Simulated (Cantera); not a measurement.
A closed system holds: 1 mol SiCl4, 1.7 mol N2, 2.2 mol H2, held at 0.750 Torr.

Method: chemical equilibrium by Gibbs-energy minimisation in Cantera with the NASA 1993 tables (ideal gas, pure condensed phases). Candidate condensed phases: NH4Cl, Si, Si3N4; 28 gas species. N2 is the only nitrogen source here; it is nearly inert below about 1500 K, so the nitride shown seldom forms there in practice. Equilibrium is a limit: real reactors are often held back by kinetics, nucleation or transport.

**Question.** Which condensed phases are stable at each of these points (T (°C)): 650, 800, 950, 1100, 1250, 1400, 1550, 1700, 1850?

**Answer.** 
```tsv
T (°C)	condensed phases	Si condensed (%)
650	Si3N4(s)	56.0
800	Si3N4(s)	60.2
950	Si3N4(s)	58.2
1100	Si3N4(s)	21.4
1250	gas only	0.0
1400	gas only	0.0
1550	gas only	0.0
1700	gas only	0.0
1850	gas only	0.0
```

From 650 °C to 1100 °C the condensed part is Si3N4(s). From 1250 °C to 1850 °C nothing is condensed.
